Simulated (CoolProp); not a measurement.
Saturation properties of 1-butene.

Model: reference Helmholtz-energy equation of state, Lemmon 2005, in CoolProp. It is a short technical equation, of lower accuracy than the large ones.

```json
[
 {"T (K)": "222.2", "p (MPa)": "0.01177", "liquid cp (kJ/(kg K))": "___", "vapour Z": "0.9904", "surface tension (mN/m)": "22.0"},
 {"T (K)": "235.7", "p (MPa)": "0.02495", "liquid cp (kJ/(kg K))": "2.057", "vapour Z": "0.9838", "surface tension (mN/m)": "20.1"},
 {"T (K)": "249.2", "p (MPa)": "0.04815", "liquid cp (kJ/(kg K))": "___", "vapour Z": "0.9745", "surface tension (mN/m)": "18.3"},
 {"T (K)": "262.7", "p (MPa)": "0.08596", "liquid cp (kJ/(kg K))": "___", "vapour Z": "0.9622", "surface tension (mN/m)": "___"},
 {"T (K)": "276.2", "p (MPa)": "0.1439", "liquid cp (kJ/(kg K))": "2.205", "vapour Z": "0.9466", "surface tension (mN/m)": "___"},
 {"T (K)": "289.7", "p (MPa)": "0.2281", "liquid cp (kJ/(kg K))": "2.267", "vapour Z": "0.9272", "surface tension (mN/m)": "13.0"},
 {"T (K)": "303.2", "p (MPa)": "0.3454", "liquid cp (kJ/(kg K))": "___", "vapour Z": "0.9039", "surface tension (mN/m)": "11.4"},
 {"T (K)": "316.7", "p (MPa)": "0.5033", "liquid cp (kJ/(kg K))": "___", "vapour Z": "0.8762", "surface tension (mN/m)": "9.74"},
 {"T (K)": "330.1", "p (MPa)": "0.7077", "liquid cp (kJ/(kg K))": "2.507", "vapour Z": "0.8440", "surface tension (mN/m)": "___"}
]
```

Task: What belongs in the gaps?

Result: 
- 222.2, liquid cp (kJ/(kg K)): 2.018
- 249.2, liquid cp (kJ/(kg K)): 2.101
- 262.7, liquid cp (kJ/(kg K)): 2.150
- 262.7, surface tension (mN/m): 16.5
- 276.2, surface tension (mN/m): 14.8
- 303.2, liquid cp (kJ/(kg K)): 2.336
- 316.7, liquid cp (kJ/(kg K)): 2.415
- 330.1, surface tension (mN/m): 8.18

It boils at 266.8 K under 1 atm.

Surface tension comes from a separate correlation (Mulero 2012).
